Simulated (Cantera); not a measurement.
# Low-pressure radical oxidation in H2/O2

An isothermal, constant-pressure homogeneous reactor starts with 2.34 % H2, 97.7 % O2, at 1175 K and 2.03 Torr.

Detailed kinetics in Cantera: GRI-Mech 3.0 (53 species, 325 reactions). Radical loss at walls, strong at low pressure, is not modelled.

| t (s) | x H2 | x O2 | x H | x O | x OH | x HO2 | x H2O2 |
|---|---|---|---|---|---|---|---|
| 6.00e-6 | 0.0234 | 0.977 | 1.56e-11 | <1e-12 | <1e-12 | 1.58e-11 | <1e-12 |
| 2.29e-5 | 0.0234 | 0.977 | 5.74e-11 | 2.82e-12 | 2.81e-12 | 6.02e-11 | <1e-12 |
| 8.77e-5 | 0.0234 | 0.977 | 1.94e-10 | 3.77e-11 | 3.69e-11 | 2.30e-10 | <1e-12 |
| 0.000335 | 0.0234 | 0.977 | 5.30e-10 | 4.17e-10 | 3.84e-10 | 8.81e-10 | <1e-12 |
| 0.00128 | 0.0234 | 0.977 | 1.58e-9 | 3.90e-9 | 3.02e-9 | 3.37e-9 | <1e-12 |
| 0.00490 | 0.0234 | 0.977 | 2.69e-8 | 1.04e-7 | 6.92e-8 | 1.29e-8 | 9.57e-12 |
| 0.0187 | 0.0199 | 0.974 | 0.000582 | 0.00206 | 0.00122 | 4.33e-7 | 6.03e-9 |
| 0.0716 | 0.000211 | 0.956 | 0.00225 | 0.0182 | 0.00161 | 4.25e-7 | 8.75e-9 |
| 0.274 | 0.000188 | 0.959 | 0.00189 | 0.0161 | 0.00153 | 4.09e-7 | 8.81e-9 |
| 1.05 | 0.000128 | 0.965 | 0.00102 | 0.0106 | 0.00126 | 3.55e-7 | 8.85e-9 |
| 4.00 | 4.19e-5 | 0.972 | 0.000186 | 0.00340 | 0.000725 | 2.19e-7 | 7.88e-9 |
x: mole fraction; the columns are a selection and need not sum to one.

Equilibrium at this temperature and pressure: H2 3.47e-9, O2 0.976, H 1.40e-10, O 2.79e-7, OH 6.66e-6, HO2 3.55e-9, H2O2 2.32e-11 (gas phase only).
